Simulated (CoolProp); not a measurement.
Computed with CoolProp (reference Helmholtz-energy equation of state, Lemmon 2005). It is a short technical equation, of lower accuracy than the large ones.

### Question
For 1-butene, give the phase and the cp (kJ/(kg K)), cv (kJ/(kg K)), speed of sound (m/s), isothermal compressibility (1/MPa) at 392.9 K and 1180 kPa.

### Answer
- 392.9 K and 1180 kPa: gas; cp 2.10, cv 1.81, speed of sound 221, isothermal compressibility 1.01
